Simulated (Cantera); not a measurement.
An adiabatic, constant-pressure homogeneous reactor starts with CH₃OH : O₂ : N₂ = 1 : 2.46 : 9.25 (molar parts), at 1400 K and 0.680 bar.

Detailed kinetics in Cantera: GRI-Mech 3.0 (53 species, 325 reactions). GRI-Mech 3.0 was tuned for natural gas; its chemistry of methanol as a main component is partial and can be far from experiment.

Predict: time of steepest temperature rise; temperature at 0.700 s; equilibrium temperature; x(O₂) at 0.700 s; x(H) at 0.700 s; x(NO) at 0.700 s; x(CO) at 0.700 s.


```
Item                                                                Result
---------------------------------  ---------------------------------------
time of steepest temperature rise                                  1.04 ms
temperature at 0.700 s                                              2470 K
equilibrium temperature                                             2470 K
x(O₂) at 0.700 s                     0.0676 (gas-phase equilibrium 0.0676)
x(H) at 0.700 s                    0.00156 (gas-phase equilibrium 0.00156)
x(NO) at 0.700 s                     0.0116 (gas-phase equilibrium 0.0116)
x(CO) at 0.700 s                   0.00960 (gas-phase equilibrium 0.00960)
```
